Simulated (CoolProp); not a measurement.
A closed Brayton cycle with carbon dioxide: compressor inlet 331.15 K and 8.9 MPa, high pressure 30.1 MPa, turbine inlet 840 K, compressor efficiency 0.8, turbine efficiency 0.9, recuperator effectiveness 0 (on enthalpy, no pinch check). Each further row changes one setting.

The numbers come from the reference Helmholtz-energy equation of state, Span 1996 in CoolProp.

```csv
case,thermal efficiency (%),net work (kJ/kg),compressor to turbine work,compressor exit (K),turbine exit (K)
as stated,16.3,87.6,0.45,437.3,693.6
turbine inlet 790 K,[?],76.5,[?],437.3,[?]
compressor inlet 341.15 K,15.6,[?],[?],455.4,693.6
high pressure 25.6 MPa,14.5,80.2,0.43,422.6,712.4
recuperator effectiveness 0.5,[?],87.6,0.45,437.3,693.6
```

Q: Complete the blanks.

A: 
- turbine inlet 790 K, thermal efficiency (%): 16.1
- turbine inlet 790 K, compressor to turbine work: 0.49
- turbine inlet 790 K, turbine exit (K): 648.7
- compressor inlet 341.15 K, net work (kJ/kg): 79.4
- compressor inlet 341.15 K, compressor to turbine work: 0.50
- recuperator effectiveness 0.5, thermal efficiency (%): 22.5
